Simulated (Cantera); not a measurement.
# Equilibrium for silicon epitaxy and polysilicon growth: Si₃H₈ + N₂

Charge: 1 mol Si₃H₈, 41 mol N₂, at 975 °C and 1.00 Torr.

Method: chemical equilibrium by Gibbs-energy minimisation in Cantera with the NASA 1993 tables (ideal gas, pure condensed phases). Candidate condensed phases: Si, Si₃N₄; 18 gas species. The feed counts by its element totals alone. N₂ is the only nitrogen source here; it is nearly inert below about 1500 K, so the nitride shown seldom forms there in practice. Kinetics and transport are ignored.

- x(N₂) = 0.907
- x(H₂) = 0.0930
- x(H) = 3.91e-6
- n(Si₃N₄(s)) = 1.00 mol
- gas amount = 43.00 mol
- log10 activity of Si(s) (absent) = -2.67
